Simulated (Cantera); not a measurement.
Feed: 1 mol SiHCl3, 0.04 mol HCl, 360 mol H2, equilibrated at 777 °C and 6.20 mbar.

These are equilibrium values from Cantera (NASA tables, ideal gas, pure condensed phases), not measurements of a reactor. Candidate condensed phases: Si; 19 gas species. The tables' values for SiCl3 are old estimates; treat these amounts as uncertain. Equilibrium is a limit: real reactors are often held back by kinetics, nucleation or transport.

Base state: H2 0.992, HCl 0.00793, SiCl2 0.000119, SiHCl3 3.01e-5, SiCl4 2.32e-5, SiCl3 1.23e-5 (mole fractions); condensed: Si(s).

What changes in the equilibrium state with this change: temperature from 777 °C to 1852 °C?


```json
[
 {"species": "H2", "before": "0.992", "after": "0.944"},
 {"species": "H", "before": "1.03e-7", "after": "0.0448"},
 {"species": "HCl", "before": "0.00793", "after": "0.00786"},
 {"species": "Si", "before": "<1e-9", "after": "0.00253"},
 {"species": "Cl", "before": "<1e-9", "after": "0.000274"},
 {"species": "SiH", "before": "<1e-9", "after": "9.96e-5"},
 {"species": "SiHCl3", "before": "3.01e-5", "after": "<1e-9"},
 {"species": "SiCl", "before": "<1e-9", "after": "2.72e-5"},
 {"species": "Si(s), mol", "before": "0.932", "after": "0"}
]
```
The tables' values for SiCl are old estimates; treat these amounts as uncertain. Gases not in the tables: Si2H6 and higher silanes.
